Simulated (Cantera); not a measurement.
Charge: 1 mol CCl4, 1.3 mol Si, 1 mol H2, at 50.0 Pa.

Equilibrium computed with Cantera from the NASA thermochemical tables; the gas is ideal and each condensed phase is pure. Candidate condensed phases: C, C6H6, C7H8, C8H18, Si, SiC; 123 gas species. Ions and electrons are included (thermal ionisation). Kinetics and transport are ignored.

Question: Which condensed phases are stable at each of these points (T (K)): 2000, 2500, 3000, 3500, 4000, 4500, 5000?

Answer: 
```json
[
 {"T (K)": "2000", "condensed phases": "C(graphite) + SiC(s)", "Si condensed (%)": "11.0"},
 {"T (K)": "2500", "condensed phases": "C(graphite)", "Si condensed (%)": "0.0"},
 {"T (K)": "3000", "condensed phases": "gas only", "Si condensed (%)": "0.0"},
 {"T (K)": "3500", "condensed phases": "gas only", "Si condensed (%)": "0.0"},
 {"T (K)": "4000", "condensed phases": "gas only", "Si condensed (%)": "0.0"},
 {"T (K)": "4500", "condensed phases": "gas only", "Si condensed (%)": "0.0"},
 {"T (K)": "5000", "condensed phases": "gas only", "Si condensed (%)": "0.0"}
]
```

At 2000 K the condensed part is C(graphite) + SiC(s). At 2500 K the condensed part is C(graphite). From 3000 K to 5000 K nothing is condensed.
